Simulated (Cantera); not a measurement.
What does this Cantera script print?

```python
import numpy as np
import cantera as ct

gas_names = """
    C CN CO CO2 C2 CCN CNC C2N2 C2O C3 C3O2 C4 C4N2 C5 Cu CuO Cu2 N NCO NO NO2 NO3 N2 N2O O O2 O3
""".split()
cond_names = """
    C(gr) Cu(cr) Cu(L) CuO(s) Cu2O(s) Cu2O(L)
""".split()


# ... load() reads the species with a 1 bar reference pressure and builds the phases ...
atoms = {
    'Cu2O': {'Cu': 2, 'O': 1},
    'C': {'C': 1},
    'N2': {'N': 2},
}
top_T = {'C(gr)': 4500, 'CuO(s)': 1390}  # K; cautious upper limits of use, not melting points


# ... equilibrate(T, P, feed) seeds the gas with the atoms and calls Mixture.equilibrate('TP', solver="vcs", rtol=1e-11, max_steps=5000) ...
results = []
feed = {'Cu2O': 1, 'C': 3.2, 'N2': 1.1}  # mol
P = 1333.22  # Pa
for T in [925, 1000, 1075, 1150, 1225, 1300, 1375, 1450]:
    mix = equilibrate(T, P, feed)
    results.append((T, P, feed, dict(zip(mix.species_names, mix.species_moles))))

top = {s: max(r[3][s] / sum(r[3][g] for g in gas_names) for r in results) for s in gas_names}
cols = sorted((s for s in top if top[s] > 0.001), key=lambda s: -top[s])[:7]
seen = [c for c in cond_names if any(r[3].get(c, 0) > 1e-12 for r in results)]
print("log10 of partial pressures in bar; condensed amounts in mol")
print(f"{'T/K':>10s}" + "".join(f"{s[:9]:>10s}" for s in cols + seen))
for T, P, feed, n in results:
    ng = sum(n[g] for g in gas_names)
    print(f"{T:10.4g}" + "".join(f"{np.log10(max(n[s] / ng * P / 1e5, 1e-99)):10.3f}" for s in cols)
          + "".join(f"{n.get(c, 0):10.4g}" for c in seen))
```

It prints:

```
log10 of partial pressures in bar; condensed amounts in mol
       T/K        N2        CO       CO2     C(gr)    Cu(cr)     Cu(L)
       925    -2.152    -2.209    -3.941     2.218         2         0
      1000    -2.155    -2.200    -4.646     2.204         2         0
      1075    -2.156    -2.198    -5.263     2.201         2         0
      1150    -2.156    -2.197    -5.799       2.2         2         0
      1225    -2.156    -2.197    -6.268       2.2         2         0
      1300    -2.156    -2.197    -6.681       2.2         2         0
      1375    -2.156    -2.197    -7.047       2.2         0         2
      1450    -2.156    -2.197    -7.374       2.2         0     1.999
```

Method: chemical equilibrium by Gibbs-energy minimisation in Cantera with the NASA 1993 tables (ideal gas, pure condensed phases).
